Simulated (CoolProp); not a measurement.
A closed Brayton cycle with carbon dioxide: compressor inlet 319.15 K and 9.2 MPa, high pressure 28.2 MPa, turbine inlet 995 K, compressor efficiency 0.89, turbine efficiency 0.85, recuperator effectiveness 0 (on enthalpy, no pinch check). Each further row changes one setting.

Computed with CoolProp (reference Helmholtz-energy equation of state, Span 1996).

```json
[
 {"case": "as stated", "thermal efficiency (%)": "15.3", "net work (kJ/kg)": "124", "compressor to turbine work": "0.27", "compressor exit (K)": "391.8", "turbine exit (K)": "852.6"},
 {"case": "turbine inlet 945 K", "thermal efficiency (%)": "15.3", "net work (kJ/kg)": "115", "compressor to turbine work": "0.28", "compressor exit (K)": "391.8", "turbine exit (K)": "807.3"},
 {"case": "compressor inlet 329.15 K", "thermal efficiency (%)": "14.9", "net work (kJ/kg)": "113", "compressor to turbine work": "0.33", "compressor exit (K)": "418.4", "turbine exit (K)": "852.6"},
 {"case": "high pressure 24 MPa", "thermal efficiency (%)": "13.3", "net work (kJ/kg)": "110", "compressor to turbine work": "0.25", "compressor exit (K)": "381.1", "turbine exit (K)": "872.3"},
 {"case": "recuperator effectiveness 0.5", "thermal efficiency (%)": "22.9", "net work (kJ/kg)": "124", "compressor to turbine work": "0.27", "compressor exit (K)": "391.8", "turbine exit (K)": "852.6"}
]
```
